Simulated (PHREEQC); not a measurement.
1 kg of water holding 0.025 mol/kgw K2SO4 and 0.029 mol/kgw KHCO3 is evaporated at 5 °C; the solids stay in contact with the brine. CO2 from the air is kept out. Only these solids could form: Arcanite, Kalicinite, Misenite.

Equilibrium calculation in PHREEQC: Pitzer model, pitzer.dat.

```csv
water left (kg),ionic strength,water activity,Arcanite (mol),C in solution (mol/kgw),K in solution (mol/kgw),S in solution (mol/kgw),pH
1,0.104,0.998,0,0.0290,0.0790,0.0250,8.32
0.8219,0.127,0.997,0,0.0353,0.0961,0.0304,8.30
0.5552,0.188,0.996,0,0.0522,0.142,0.0450,8.27
0.4563,0.229,0.996,0,0.0636,0.173,0.0548,8.25
0.3082,0.339,0.994,0,0.0941,0.256,0.0811,8.22
0.2533,0.412,0.992,0,0.114,0.312,0.0987,8.20
0.1711,0.610,0.989,0,0.169,0.462,0.146,8.16
0.1407,0.742,0.987,0,0.206,0.562,0.178,8.13
0.1156,0.903,0.984,0,0.251,0.683,0.216,8.11
0.07809,1.34,0.977,0,0.371,1.01,0.320,8.06
0.06418,1.44,0.975,0.00395,0.452,1.11,0.328,8.05
0.04335,1.55,0.970,0.0124,0.669,1.25,0.290,8.03
0.03564,1.63,0.967,0.0154,0.814,1.35,0.270,8.01
0.0293,1.75,0.963,0.0177,0.990,1.49,0.250,7.99
0.01979,2.13,0.951,0.0207,1.47,1.90,0.215,7.94
0.01627,2.41,0.944,0.0217,1.78,2.19,0.202,7.91
0.01099,3.23,0.924,0.0230,2.64,3.01,0.186,7.84
0.009031,3.81,0.913,0.0233,3.21,3.58,0.186,7.80
0.006093,5.47,0.892,0.0237,4.76,5.20,0.219,7.72
0.005011,6.65,0.889,0.0236,5.79,6.33,0.271,7.68
```

Arcanite from water left = 0.06418 kg (pH 8.05).

Complexes and solids missing from the database can't appear. At this temperature some constants are extrapolated from 25 °C, and those without enthalpy data are left unchanged.
